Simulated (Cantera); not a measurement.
## Thermodynamics of chlorosilane synthesis and conversion, feed Si + HCl + H₂

A closed system holds: 1 mol Si, 1.1 mol HCl, 14 mol H₂, equilibrated at 460000 Pa.

Equilibrium computed with Cantera from the NASA thermochemical tables; the gas is ideal and each condensed phase is pure. Candidate condensed phases: Si; 19 gas species. The tables' values for SiCl₃ are old estimates; treat these amounts as uncertain. Gases not in the tables: Si₂H₆ and higher silanes. Rates play no part.

| T (°C) | x H₂ | x HCl | x SiHCl₃ | x SiCl₂ | n Si(s) | n Si(l) |
|---|---|---|---|---|---|---|
| 375 | 0.977 | 4.05e-5 | 0.0139 | 9.49e-10 | 0.662 | 0 |
| 475 | 0.977 | 0.000241 | 0.0135 | 5.11e-8 | 0.663 | 0 |
| 575 | 0.976 | 0.000934 | 0.0130 | 1.06e-6 | 0.665 | 0 |
| 675 | 0.975 | 0.00269 | 0.0124 | 1.13e-5 | 0.673 | 0 |
| 775 | 0.973 | 0.00622 | 0.0115 | 7.40e-5 | 0.688 | 0 |
| 875 | 0.968 | 0.0121 | 0.0102 | 0.000334 | 0.712 | 0 |
| 975 | 0.962 | 0.0205 | 0.00828 | 0.00110 | 0.744 | 0 |
| 1075 | 0.955 | 0.0303 | 0.00590 | 0.00269 | 0.778 | 0 |
| 1175 | 0.948 | 0.0392 | 0.00351 | 0.00499 | 0.806 | 0 |
| 1275 | 0.943 | 0.0452 | 0.00175 | 0.00721 | 0.823 | 0 |
| 1375 | 0.940 | 0.0482 | 0.000790 | 0.00877 | 0.829 | 0 |
| 1475 | 0.939 | 0.0507 | 0.000342 | 0.00914 | 0 | 0.841 |
x: gas mole fraction; n: condensed amount in mol.

From 375 °C to 1375 °C the condensed part is Si(s). At 1475 °C the condensed part is Si(l). The main Si-bearing gas is SiHCl₃ at 375 °C and SiCl₂ at 1475 °C. The share of Si in condensed phases is highest at 1475 °C (84.1 %) and lowest at 375 °C (66.2 %).
